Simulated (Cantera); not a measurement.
Feed: 1 mol BCl3, a varied amount of N2, held at 12.0 mbar.

These are equilibrium values from Cantera (NASA tables, ideal gas, pure condensed phases), not measurements of a reactor. Candidate condensed phases: B, BN; 10 gas species. N2 is the only nitrogen source here; it is nearly inert below about 1500 K, so the nitride shown seldom forms there in practice. The tables' values for BCl2 are old estimates. The numbers say what is thermodynamically allowed, not how fast it happens.

Stable condensed phases, one row left out:

```
T in °C \ n(N2) in mol
         4.5 5.2 6.1 7.2 8.5 9.9  12  14  16  19
   1100    A   A   A   A   A   A   A   A   A   A
   1075    A   A   A   A   A   A   A   A   A   A
   1050    A   A   A   A   A   A   A   A   A   A
   1025    A   A   A   A   A   A   A   A   A   A
   1000    A   A   A   A   A   A   A   A   A   A
    975    A   A   A   A   A   A   A   A   A   A
    925    B   B   B   B   B   B   A   A   A   A
    900    B   B   B   B   B   B   B   B   B   B
```

A: BN; B: gas only.

Task: Give the row for 950 °C.

Result: 4.5: gas only; 5.2: gas only; 6.1: gas only; 7.2: BN; 8.5: BN; 9.9: BN; 12: BN; 14: BN; 16: BN; 19: BN.
